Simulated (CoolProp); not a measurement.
Vapour-liquid equilibrium of CHF3 (R23) (1) + R143a (2) at 0.912 MPa; x and y are mole fractions of (1).

The numbers come from the multi-fluid Helmholtz-energy mixture model, Penoncello 2003 and Lemmon and Jacobsen 2000; pair parameters Bell 2016 in CoolProp.

Give the bubble temperature and the first vapour's composition at x = 0.35, 0.55, 0.65. Is there an azeotrope?

x = 0.35: 263.8 K, y = 0.634; x = 0.55: 254.3 K, y = 0.810; x = 0.65: 250.4 K, y = 0.868. No azeotrope shows between x = 0.05 and 0.95.

Pair parameters are fitted to limited data, so mixtures are less certain than the pure fluids.
